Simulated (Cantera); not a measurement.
## Hydrocarbon pyrolysis for carbon deposition

A perfectly stirred reactor is fed with C3H8 : H2 = 1 : 31 (molar parts), at 13300 Pa; it is held at 1575 K, and followed from long to short residence time.

Model: GRI-Mech 3.0 (53 species, 325 reactions), integrated in Cantera. GRI-Mech 3.0 was tuned for natural gas; its chemistry of propane as a main component is partial and can be far from experiment. GRI-Mech 3.0 stops at C3 and has no aromatics, soot or wall deposition, so with more carbon than oxygen in the feed, carbon stays in small species such as C2H2 where larger ones or solid carbon would form.

```json
[
 {"τ (s)": "28", "x C3H8": "1.97e-7", "x H2": "0.950", "x C2H": "1.30e-8", "x CH3": "3.15e-5", "x C2H2": "0.0364", "x CH2": "3.46e-9"},
 {"τ (s)": "11", "x C3H8": "4.94e-7", "x H2": "0.949", "x C2H": "1.31e-8", "x CH3": "3.98e-5", "x C2H2": "0.0352", "x CH2": "4.55e-9"},
 {"τ (s)": "4.2", "x C3H8": "1.25e-6", "x H2": "0.947", "x C2H": "1.37e-8", "x CH3": "5.31e-5", "x C2H2": "0.0336", "x CH2": "6.57e-9"},
 {"τ (s)": "1.6", "x C3H8": "3.07e-6", "x H2": "0.945", "x C2H": "1.51e-8", "x CH3": "7.24e-5", "x C2H2": "0.0320", "x CH2": "1.03e-8"},
 {"τ (s)": "0.63", "x C3H8": "7.03e-6", "x H2": "0.943", "x C2H": "1.77e-8", "x CH3": "9.91e-5", "x C2H2": "0.0307", "x CH2": "1.70e-8"},
 {"τ (s)": "0.24", "x C3H8": "1.60e-5", "x H2": "0.942", "x C2H": "2.19e-8", "x CH3": "0.000139", "x C2H2": "0.0295", "x CH2": "3.02e-8"},
 {"τ (s)": "0.095", "x C3H8": "3.41e-5", "x H2": "0.941", "x C2H": "2.73e-8", "x CH3": "0.000193", "x C2H2": "0.0283", "x CH2": "5.36e-8"},
 {"τ (s)": "0.037", "x C3H8": "7.26e-5", "x H2": "0.940", "x C2H": "3.40e-8", "x CH3": "0.000268", "x C2H2": "0.0269", "x CH2": "9.49e-8"},
 {"τ (s)": "0.014", "x C3H8": "0.000157", "x H2": "0.939", "x C2H": "4.10e-8", "x CH3": "0.000369", "x C2H2": "0.0248", "x CH2": "1.65e-7"},
 {"τ (s)": "0.0055", "x C3H8": "0.000330", "x H2": "0.939", "x C2H": "4.60e-8", "x CH3": "0.000495", "x C2H2": "0.0220", "x CH2": "2.70e-7"}
]
```
x: mole fraction; the columns are a selection and need not sum to one.
